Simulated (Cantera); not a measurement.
Charge: 1 mol Si, 1.3 mol Cl2, 66 mol H2, held at 550 °C and 0.000480 bar.

Cantera equilibrium calculation (NASA polynomials, part measured and part estimated; ideal gas, pure solids and liquids). Candidate condensed phases: Si; 19 gas species. The tables' values for SiCl3 are old estimates; treat these amounts as uncertain. The numbers say what is thermodynamically allowed, not how fast it happens.

Base state: H2 0.985, SiCl4 0.00705, HCl 0.00669, SiHCl3 0.00125, SiCl3 6.26e-5, SiCl2 5.00e-5, SiH2Cl2 1.87e-5 (mole fractions); condensed: Si(s).

Question: What changes in the equilibrium state with this change: temperature from 550 °C to 1227 °C?

Answer: 
```
species      before     after
----------  -------  --------
H2            0.985     0.964
HCl         0.00669    0.0318
SiCl2       5.00e-5   0.00337
SiCl4       0.00705   3.35e-8
H             <1e-9  0.000789
Si            <1e-9   2.19e-5
Cl            <1e-9   2.10e-5
Si(s), mol    0.437     0.770
```
The tables' values for SiCl are old estimates; treat these amounts as uncertain.
